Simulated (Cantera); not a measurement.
## Thermodynamics of silicon nitride deposition, feed SiH4 + N2 + H2

A closed system holds: 1 mol SiH4, a varied amount of N2, 1.1 mol H2, equilibrated at 1648.15 K and 3.10 mbar.

Method: chemical equilibrium by Gibbs-energy minimisation in Cantera with the NASA 1993 tables (ideal gas, pure condensed phases). Candidate condensed phases: Si, Si3N4; 18 gas species. Mutual solubility and eutectic melting of coexisting phases are not modelled. The numbers say what is thermodynamically allowed, not how fast it happens.

```csv
n(N2) (mol),x H2,x N2,x H,x Si,x SiH,n Si(s),n Si3N4(s)
0.71,0.812,0.186,0.00144,8.33e-5,7.69e-6,1.000,0
0.82,0.789,0.209,0.00142,8.33e-5,7.58e-6,1.000,0
0.95,0.783,0.216,0.00142,8.33e-5,7.55e-6,0.856,0.0479
1.1,0.783,0.216,0.00142,8.33e-5,7.55e-6,0.631,0.123
1.3,0.783,0.216,0.00142,8.33e-5,7.55e-6,0.331,0.223
1.5,0.783,0.216,0.00142,8.33e-5,7.55e-6,0.0310,0.323
1.7,0.749,0.250,0.00139,7.56e-5,6.70e-6,0,0.333
1.9,0.714,0.284,0.00135,6.93e-5,6.00e-6,0,0.333
2.2,0.668,0.331,0.00131,6.27e-5,5.25e-6,0,0.333
2.6,0.615,0.384,0.00126,5.68e-5,4.56e-6,0,0.333
3,0.570,0.429,0.00121,5.27e-5,4.07e-6,0,0.333
3.4,0.530,0.468,0.00117,4.97e-5,3.71e-6,0,0.333
```
x: gas mole fraction; n: condensed amount in mol.

From 0.71 mol N2 to 0.82 mol N2 the condensed part is Si(s). From 0.95 mol N2 to 1.5 mol N2 the condensed part is Si(s) + Si3N4(s). From 1.7 mol N2 to 3.4 mol N2 the condensed part is Si3N4(s). The main Si-bearing gas is Si throughout.
